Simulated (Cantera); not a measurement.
An adiabatic, constant-volume homogeneous reactor starts with CH₄ : C₂H₆ : O₂ : N₂ = 1 : 0.031 : 2.42 : 9.11 (molar parts), at 1700 K and 1.01 bar. Integrator tolerance rtol = 1e-08.

Computed with Cantera and GRI-Mech 3.0 (53 species, 325 reactions).

What does this change do: CH4 1 to 0.31 parts?


```
quantity                                                            before                                      after
---------------------------------  ---------------------------------------  -----------------------------------------
time of steepest temperature rise                                  93.2 µs                                    55.2 µs
temperature at 0.600 s                                              2912 K                                     2410 K
equilibrium temperature                                             2912 K                                     2410 K
x(CH₄) at 0.600 s                    <1e-12 (gas-phase equilibrium <1e-12)      <1e-12 (gas-phase equilibrium <1e-12)
x(C₂H₆) at 0.600 s                   <1e-12 (gas-phase equilibrium <1e-12)      <1e-12 (gas-phase equilibrium <1e-12)
x(O₂) at 0.600 s                     0.0340 (gas-phase equilibrium 0.0340)        0.132 (gas-phase equilibrium 0.132)
x(NO) at 0.600 s                     0.0160 (gas-phase equilibrium 0.0160)      0.0152 (gas-phase equilibrium 0.0152)
x(NO₂) at 0.600 s                  5.37e-6 (gas-phase equilibrium 5.37e-6)    1.42e-5 (gas-phase equilibrium 1.42e-5)
x(H₂) at 0.600 s                     0.0164 (gas-phase equilibrium 0.0164)  0.000486 (gas-phase equilibrium 0.000486)
x(HO₂) at 0.600 s                  1.18e-5 (gas-phase equilibrium 1.18e-5)    6.48e-6 (gas-phase equilibrium 6.48e-6)
```
